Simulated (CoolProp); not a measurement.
Saturated liquid density (kg/m³) of hexamethyldisiloxane (MM): the reference equation beside estimates from Tc = 518.7 K, pc = 1931 kPa, ω = 0.418. Rackett uses Z = 0.29056 − 0.08775 ω.

The numbers come from the reference Helmholtz-energy equation of state, Thol 2016 in CoolProp.

```tsv
T (K)	reference	Rackett	van der Waals	Redlich-Kwong	Soave-Redlich-Kwong	Peng-Robinson
258.9	800.2	882.3	476.9	708.2	735.7	826.7
275.5	783.1	863.9	468.2	693.8	723.8	814.1
292	766.0	845.2	459.2	678.6	711.1	800.6
308.6	748.4	825.7	449.7	662.4	697.2	785.9
325.2	730.5	805.7	439.8	645.2	682.2	769.8
341.7	712.2	785.0	429.4	627.0	665.9	752.2
358.3	693.1	763.3	418.3	607.5	648.1	732.9
374.9	673.4	740.7	406.6	586.7	628.5	711.5
391.4	652.8	717.0	394.1	564.4	607.0	687.9
408	630.9	691.7	380.7	540.3	583.1	661.3
424.6	607.4	664.6	366.1	514.0	556.3	631.4
441.1	582.1	635.2	350.2	485.3	526.3	597.4
457.7	553.6	602.5	332.3	453.1	491.6	557.7
```

Absolute difference from the reference over all 13 rows, mean and median: Rackett 9.9 and 10.1 %, van der Waals 39.9 and 39.8 %, Redlich-Kwong 13.3 and 12.4 %, Soave-Redlich-Kwong 7.7 and 7.2 %, Peng-Robinson 4.4 and 4.8 %.
